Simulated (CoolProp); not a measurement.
Vapour-liquid equilibrium of cyclohexane (1) + o-xylene (2) at 0.412 MPa; x and y are mole fractions of (1).

Model: multi-fluid Helmholtz-energy mixture model, Zhou 2014 and Zhou 2012; pair parameters Bell 2016, in CoolProp.

| x | bubble temperature, mixture model (°C) | bubble temperature, Raoult's law (°C) | y, mixture model | y, Raoult's law |
|---|---|---|---|---|
| 0.05 | 198.8 | 200.0 | 0.168 | 0.163 |
| 0.15 | 185.5 | 188.6 | 0.415 | 0.407 |
| 0.25 | 174.9 | 178.9 | 0.578 | 0.575 |
| 0.35 | 166.5 | 170.6 | 0.688 | 0.695 |
| 0.45 | ? | 163.3 | 0.767 | 0.782 |
| 0.55 | 154.1 | 157.0 | ? | 0.847 |
| 0.65 | ? | 151.4 | ? | 0.897 |
| 0.75 | 145.0 | 146.4 | 0.913 | 0.935 |
| 0.85 | 141.2 | 141.8 | 0.949 | 0.966 |
| 0.95 | ? | 137.7 | 0.983 | 0.990 |

Complete the blanks.


- 0.45, bubble temperature, mixture model (°C): 159.7
- 0.55, y, mixture model: 0.826
- 0.65, bubble temperature, mixture model (°C): 149.3
- 0.65, y, mixture model: 0.873
- 0.95, bubble temperature, mixture model (°C): 137.6

The largest gap from Raoult's law is -4.1 K in bubble temperature, at x = 0.35. No azeotrope shows between x = 0.05 and 0.95.

The pair parameters rest on a limited set of measurements; away from them the model extrapolates.
